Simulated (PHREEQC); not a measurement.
**Silver or lead bath: speciation**

Consider water at 25 °C with 0.0021 mol/kgw AgNO3 and 0.39 mol/kgw Cu(NO3)2. Closed to the air; pH follows from the charge balance.

Computed with PHREEQC (ion-association model, wateq4f.dat).

No solid was allowed to form.

Question: Estimate the pH.

Answer: pH 4.01.

Question: In which forms is Ag present?

Answer: Ag+ 88 %, AgNO3 12 % of the Ag.

Examples of supersaturated solids here: Cu2(OH)3NO3. Others may be too. Ionic strength above about 0.7 mol/kgw puts this run outside the model's range.
